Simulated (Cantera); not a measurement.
Premixed flame

A freely propagating, adiabatic, planar premixed flame of H₂ : O₂ : N₂ : H₂O = 1 : 0.208 : 0.783 : 0.049 (molar parts), unburnt at 523 K and 9.87 atm; multicomponent+Soret transport, grid criteria slope 0.08 and curve 0.16, no radiation.

Computed with Cantera and the H2/O2 subset of GRI-Mech 3.0, which has no nitrogen chemistry. The hydrogen kinetics of GRI-Mech 3.0 are dated; newer H2 mechanisms differ, most at raised pressure. Burning velocities carry a grid error of a few per cent, more on coarse grids.

```json
[
 {"z (mm)": "-0.0732", "T (K)": "523", "u (m/s)": "4.88", "x H₂": "0.490", "x O₂": "0.102", "x H₂O": "0.0240", "x H₂O₂": "<1e-8", "x O": "<1e-8", "x HO₂": "<1e-8"},
 {"z (mm)": "-0.0488", "T (K)": "523", "u (m/s)": "4.88", "x H₂": "0.489", "x O₂": "0.102", "x H₂O": "0.0241", "x H₂O₂": "<1e-8", "x O": "<1e-8", "x HO₂": "9.16e-8"},
 {"z (mm)": "-0.0366", "T (K)": "524", "u (m/s)": "4.88", "x H₂": "0.488", "x O₂": "0.103", "x H₂O": "0.0242", "x H₂O₂": "7.94e-8", "x O": "<1e-8", "x HO₂": "9.31e-7"},
 {"z (mm)": "-0.0244", "T (K)": "533", "u (m/s)": "4.88", "x H₂": "0.478", "x O₂": "0.104", "x H₂O": "0.0248", "x H₂O₂": "1.30e-6", "x O": "1.10e-7", "x HO₂": "1.51e-5"},
 {"z (mm)": "-0.0122", "T (K)": "670", "u (m/s)": "5.75", "x H₂": "0.435", "x O₂": "0.109", "x H₂O": "0.0346", "x H₂O₂": "6.99e-5", "x O": "1.13e-5", "x HO₂": "0.000915"},
 {"z (mm)": "-0.00610", "T (K)": "993", "u (m/s)": "8.35", "x H₂": "0.403", "x O₂": "0.0941", "x H₂O": "0.0703", "x H₂O₂": "0.000140", "x O": "0.000155", "x HO₂": "0.00116"},
 {"z (mm)": "0", "T (K)": "1360", "u (m/s)": "11.4", "x H₂": "0.366", "x O₂": "0.0647", "x H₂O": "0.130", "x H₂O₂": "5.39e-5", "x O": "0.000610", "x HO₂": "0.000553"},
 {"z (mm)": "0.00610", "T (K)": "1612", "u (m/s)": "13.5", "x H₂": "0.330", "x O₂": "0.0346", "x H₂O": "0.186", "x H₂O₂": "7.92e-6", "x O": "0.000806", "x HO₂": "0.000258"},
 {"z (mm)": "0.0122", "T (K)": "1751", "u (m/s)": "14.7", "x H₂": "0.308", "x O₂": "0.0157", "x H₂O": "0.222", "x H₂O₂": "3.20e-6", "x O": "0.000572", "x HO₂": "0.000111"},
 {"z (mm)": "0.0244", "T (K)": "1869", "u (m/s)": "15.7", "x H₂": "0.296", "x O₂": "0.00302", "x H₂O": "0.246", "x H₂O₂": "1.10e-6", "x O": "0.000208", "x HO₂": "2.00e-5"},
 {"z (mm)": "0.0488", "T (K)": "1950", "u (m/s)": "16.3", "x H₂": "0.298", "x O₂": "0.000226", "x H₂O": "0.253", "x H₂O₂": "2.92e-7", "x O": "7.55e-5", "x HO₂": "1.48e-6"},
 {"z (mm)": "0.0976", "T (K)": "2008", "u (m/s)": "16.8", "x H₂": "0.303", "x O₂": "1.70e-5", "x H₂O": "0.255", "x H₂O₂": "1.07e-7", "x O": "2.97e-5", "x HO₂": "1.63e-7"},
 {"z (mm)": "0.195", "T (K)": "2046", "u (m/s)": "17.0", "x H₂": "0.306", "x O₂": "4.25e-6", "x H₂O": "0.256", "x H₂O₂": "4.01e-8", "x O": "9.74e-6", "x HO₂": "4.65e-8"}
]
```
x: mole fraction of selected species; z is measured from the peak of heat release.

```
Item                         Result
------------------------  ---------
laminar burning velocity   488 cm/s
thermal thickness         0.0244 mm
peak x(H₂O₂)               0.000141
peak x(O)                  0.000816
peak x(HO₂)                 0.00138
grid points                     116
```
